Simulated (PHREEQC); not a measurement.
1 kg of water holding 0.18 mol/kgw NaCl, 0.62 mol/kgw KCl, 0.37 mol/kgw Na2CO3 and 0.023 mol/kgw Na2SO4 is evaporated at 20 °C; the solids stay in contact with the brine. No CO2 enters from the air. The run lets Arcanite, Burkeite, Glaserite, Halite, Kalicinite, Mirabilite, Misenite, Nahcolite, Natron, Sylvite, Thenardite, Trona precipitate or redissolve, and no other solid.

Model: Pitzer model, pitzer.dat, run in PHREEQC.

```tsv
water left (kg)	ionic strength	water activity	Sylvite (mol)	Halite (mol)	Burkeite (mol)	Glaserite (mol)	C in solution (mol/kgw)
1	1.98	0.959	0	0	0	0	0.370
0.6755	2.93	0.939	0	0	0	0	[?]
0.5552	3.56	0.926	0	0	0	0	0.666
0.3751	5.27	0.886	0	0	0	0	0.986
0.3083	[?]	0.856	0	0	0	0	1.20
0.2083	[?]	0.766	0	0	0	0	1.78
0.1407	12.0	0.715	0.292	0	0	0.000288	2.63
0.1157	13.5	0.684	0.408	0	0	0.00126	3.20
0.07814	16.7	0.641	0.516	0.103	0.00590	0	4.66
```

Problem. What belongs in the gaps?

Solution. 
- 0.6755, C in solution (mol/kgw): 0.548
- 0.3083, ionic strength: 6.41
- 0.2083, ionic strength: 9.50
